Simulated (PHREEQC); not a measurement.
Solution (75 °C and 10 atm): 0.13 mol CaCl2, 6.8e-05 mol Na2SO4 and 0.00057 mol NaCl per kg of water. Closed to the air; pH follows from the charge balance.

All values are PHREEQC results (ion-association model, phreeqc.dat), not measurements.

Precipitation was switched off in this run.

What activity of water, specific conductance does the model give?

activity of water 0.993; specific conductance 52000 µS/cm.

In which forms is S present?

CaSO4 58 %, SO4-2 42 % of the S.

Complexes and solids missing from the database can't appear. Constants without temperature data keep their 25 °C values here.
